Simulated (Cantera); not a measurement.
Cantera run:

```python
import numpy as np
import cantera as ct

gas_names = """
    F F2 H HF H2 H2F2 H3F3 H4F4 H5F5 H6F6 H7F7 Si SiF SiF2 SiF3 SiF4 SiH SiHF3 SiH2 SiH2F2 SiH3 SiH3F
    SiH4 Si2 Si3
""".split()
cond_names = """
    Si(cr) Si(L)
""".split()


# ... load() reads the species with a 1 bar reference pressure and builds the phases ...
atoms = {
    'Si': {'Si': 1},
    'HF': {'H': 1, 'F': 1},
}
top_T = {}  # K; cautious upper limits of use, not melting points


# ... equilibrate(T, P, feed) seeds the gas with the atoms and calls Mixture.equilibrate('TP', solver="vcs", rtol=1e-11, max_steps=5000) ...
results = []
T = 900  # K
P = 133.322  # Pa
for m in [2.2, 3.4, 4.6, 5.9, 7.1, 8.3, 9.5, 11, 12, 13, 14, 16]:
    feed = {'Si': 1, 'HF': m}  # mol
    mix = equilibrate(T, P, feed)
    results.append((T, P, feed, dict(zip(mix.species_names, mix.species_moles))))
    x = sorted(zip(gas.X, gas.species_names), reverse=True)
    print(f"T = {T:g} K  P = {P:g} Pa  n(HF) = {m:g} mol  gas = {mix.phase_moles(0):.4g} mol")
    print("   x: " + "  ".join(f"{s} {v:.3e}" for v, s in x if v > 1e-06))
    print("   condensed (mol): " + ("  ".join(f"{mix.phase(i).name} {mix.phase_moles(i):.4g}"
          for i in range(1, mix.n_phases) if mix.phase_moles(i) > 1e-12) or "none"))
```

Output:

```
T = 900 K  P = 133.322 Pa  n(HF) = 2.2 mol  gas = 1.647 mol
   x: H2 6.645e-01  SiF4 3.289e-01  SiHF3 6.237e-03  SiF3 2.725e-04  SiH2F2 6.595e-05  HF 1.220e-05
   condensed (mol): Si(cr) 0.4473
T = 900 K  P = 133.322 Pa  n(HF) = 3.4 mol  gas = 2.546 mol
   x: H2 6.645e-01  SiF4 3.289e-01  SiHF3 6.237e-03  SiF3 2.725e-04  SiH2F2 6.595e-05  HF 1.220e-05
   condensed (mol): Si(cr) 0.1458
T = 900 K  P = 133.322 Pa  n(HF) = 4.6 mol  gas = 3.6 mol
   x: H2 5.556e-01  SiF4 2.778e-01  HF 1.667e-01
   condensed (mol): none
T = 900 K  P = 133.322 Pa  n(HF) = 5.9 mol  gas = 4.9 mol
   x: H2 4.082e-01  HF 3.878e-01  SiF4 2.041e-01
   condensed (mol): none
T = 900 K  P = 133.322 Pa  n(HF) = 7.1 mol  gas = 6.1 mol
   x: HF 5.082e-01  H2 3.279e-01  SiF4 1.639e-01
   condensed (mol): none
T = 900 K  P = 133.322 Pa  n(HF) = 8.3 mol  gas = 7.3 mol
   x: HF 5.890e-01  H2 2.740e-01  SiF4 1.370e-01
   condensed (mol): none
T = 900 K  P = 133.322 Pa  n(HF) = 9.5 mol  gas = 8.5 mol
   x: HF 6.471e-01  H2 2.353e-01  SiF4 1.176e-01
   condensed (mol): none
T = 900 K  P = 133.322 Pa  n(HF) = 11 mol  gas = 10 mol
   x: HF 7.000e-01  H2 2.000e-01  SiF4 1.000e-01
   condensed (mol): none
T = 900 K  P = 133.322 Pa  n(HF) = 12 mol  gas = 11 mol
   x: HF 7.273e-01  H2 1.818e-01  SiF4 9.091e-02
   condensed (mol): none
T = 900 K  P = 133.322 Pa  n(HF) = 13 mol  gas = 12 mol
   x: HF 7.500e-01  H2 1.667e-01  SiF4 8.333e-02
   condensed (mol): none
T = 900 K  P = 133.322 Pa  n(HF) = 14 mol  gas = 13 mol
   x: HF 7.692e-01  H2 1.538e-01  SiF4 7.692e-02
   condensed (mol): none
T = 900 K  P = 133.322 Pa  n(HF) = 16 mol  gas = 15 mol
   x: HF 8.000e-01  H2 1.333e-01  SiF4 6.667e-02
   condensed (mol): none
```

Equilibrium computed with Cantera from the NASA thermochemical tables; the gas is ideal and each condensed phase is pure. The tables' values for SiF3 are old estimates; treat these amounts as uncertain.
